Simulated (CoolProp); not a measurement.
n-heptane at 298.15 K and 0.116 MPa flows at 1 m/s in a round tube of 20 mm bore and 45 µm roughness, fully developed (64/Re and Nu = 3.66 if laminar; Colebrook and Gnielinski if turbulent). Each further row changes one setting.

Model: reference Helmholtz-energy equation of state, Span 2003, in CoolProp. It is a short technical equation, of lower accuracy than the large ones.

```
case            Reynolds number  Darcy friction factor  pressure drop (Pa/m)  heat-transfer coefficient (W/(m² K))  mass flow (kg/h)
--------------  ---------------  ---------------------  --------------------  ------------------------------------  ----------------
as stated                 34800                 0.0281                   477                                   ___               769
velocity 2 m/s            69700                    ___                  1790                                  3320               ___
diameter 40 mm            69700                 0.0234                   199                                   ___              3070
```

Q: Complete the blanks.

A: 
- as stated, heat-transfer coefficient (W/(m² K)): 1710
- velocity 2 m/s, Darcy friction factor: 0.0263
- velocity 2 m/s, mass flow (kg/h): 1540
- diameter 40 mm, heat-transfer coefficient (W/(m² K)): 1530

Viscosity comes from a separate model (Michailidou 2014). Thermal conductivity comes from a separate model (Assael 2013).
